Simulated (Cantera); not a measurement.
Input: 1 mol trisilylamine, 0.18 mol NH3, held at 180 Torr.

Equilibrium computed with Cantera from the NASA thermochemical tables; the gas is ideal and each condensed phase is pure. Candidate condensed phases: Si, Si3N4; 18 gas species. The feed counts by its element totals alone. Mutual solubility and eutectic melting of coexisting phases are not modelled. Gases not in the tables: Si2H6 and higher silanes. Equilibrium is a limit: real reactors are often held back by kinetics, nucleation or transport.

**Question.** Which condensed phases are stable at each of these points (T (°C)): 727, 827, 927, 1027, 1127, 1227, 1327, 1427, 1527, 1627, 1727?

**Answer.** 
```tsv
T (°C)	condensed phases	Si condensed (%)
727	Si(s) + Si3N4(s)	100.0
827	Si(s) + Si3N4(s)	100.0
927	Si(s) + Si3N4(s)	100.0
1027	Si(s) + Si3N4(s)	100.0
1127	Si(s) + Si3N4(s)	100.0
1227	Si(s) + Si3N4(s)	100.0
1327	Si(s) + Si3N4(s)	100.0
1427	Si(l) + Si3N4(s)	100.0
1527	Si(l) + Si3N4(s)	100.0
1627	Si(l)	100.0
1727	Si(l)	99.9
```

From 727 °C to 1327 °C the condensed part is Si(s) + Si3N4(s). From 1427 °C to 1527 °C the condensed part is Si(l) + Si3N4(s). From 1627 °C to 1727 °C the condensed part is Si(l).
